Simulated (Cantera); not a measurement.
Charge: 1 mol Nb, 3.5 mol H2O, equilibrated at 1330 Pa.

Cantera equilibrium calculation (NASA polynomials, part measured and part estimated; ideal gas, pure solids and liquids). Candidate condensed phases: H2O, Nb, NbO, NbO2, Nb2O5; 12 gas species. Condensed phases not in the tables: the oxides between NbO2 and Nb2O5. The numbers say what is thermodynamically allowed, not how fast it happens.

Q: At 2127 °C, list the 7 most abundant gas species with their mole fractions, and the condensed phases.

A: H2 0.582, H2O 0.267, H 0.105, NbO2 0.0358, OH 0.00885, O 0.00107, O2 0.000203. Condensed: Nb2O5(l).
